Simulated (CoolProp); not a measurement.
A single-stage vapour-compression cycle with n-butane: evaporating at 285.15 K (dew point), condensing at 314.15 K (bubble point), superheat 10 K, subcooling 5 K, compressor efficiency 0.9, no pressure losses. Each further row changes one setting.

Model: reference Helmholtz-energy equation of state, Bücker 2006, in CoolProp.

```tsv
case	cooling COP	pressure ratio	discharge temperature (K)	refrigerating effect (kJ/kg)	volumetric capacity (kJ/m³)
as stated	(withheld)	2.45	322.8	333	1320
evaporating temperature 290.15 K	(withheld)	2.07	322.8	340	1580
condensing temperature 309.15 K	10.1	2.12	318.3	345	1370
subcooling 10 K	(withheld)	2.45	322.8	345	1370
superheat 20 K	(withheld)	2.45	332.7	351	1340
compressor efficiency 0.8	7.28	2.45	325.4	333	1320
```

Task: What belongs in the gaps?

Result: 
- as stated, cooling COP: 8.19
- evaporating temperature 290.15 K, cooling COP: 10.3
- subcooling 10 K, cooling COP: 8.50
- superheat 20 K, cooling COP: 8.29
